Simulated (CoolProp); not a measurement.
Dimethyl carbonate along the isotherm 506.5 K: fugacity coefficient from the reference equation and from simpler models built on Tc = 557.0 K, pc = 4.909 MPa, ω = 0.346; each cubic takes its own stable root.

The numbers come from the reference Helmholtz-energy equation of state, Zhou 2011 in CoolProp.

```csv
p (MPa),phase,reference
3.51,liquid,0.5370
7.01,liquid,0.2975
10.5,liquid,0.2191
14,liquid,0.1809
17.5,liquid,0.1591
21,liquid,0.1455
24.5,liquid,0.1367
28.1,liquid,0.1308
31.6,liquid,0.1272
35.1,liquid,0.1252
38.6,liquid,0.1243
42.1,liquid,0.1243
45.6,liquid,0.1251
49.1,liquid,0.1266
```

Task: How far does each simpler model (van der Waals, Redlich-Kwong) lie from the reference over these 14 states: mean and median of the absolute difference, and the worst?

Result: 
- van der Waals: mean 85.8 %, median 84.8 %, worst +141.4 % at 506.5 K and 49.1 MPa
- Redlich-Kwong: mean 26.1 %, median 27.0 %, worst +34.4 % at 506.5 K and 49.1 MPa
